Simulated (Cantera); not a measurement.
Feed: 1 mol CH3SiCl3, 0.0034 mol C3H8, 200 mol H2, equilibrated at 2600 K and 0.900 Torr.

Method: chemical equilibrium by Gibbs-energy minimisation in Cantera with the NASA 1993 tables (ideal gas, pure condensed phases). The feed counts by its element totals alone. Rates play no part.

| species | before | after |
|---|---|---|
| H2 | 0.340 | 0.713 |
| H | 0.646 | 0.268 |
| HCl | 0.00425 | 0.01000 |
| Si | 0.00310 | 0.00387 |
| C2 | 3.05e-5 | 1.01e-6 |
| C | 0.000218 | 7.46e-6 |
| C3 | 0.000136 | 8.06e-6 |
| C2H | 0.000162 | 3.23e-5 |
| SiCl | 2.49e-6 | 1.22e-5 |
| SiH | 1.43e-5 | 3.98e-5 |
Gas species are given as mole fractions.

Name the change that produced these shifts.
A) temperature from 2600 K to 1798 K
B) temperature from 2600 K to 1973.15 K
C) H2 from 200 to 48 mol
D) temperature from 2600 K to 2325 K

D, temperature from 2600 K to 2325 K. The tables' values for SiCl are old estimates; treat these amounts as uncertain
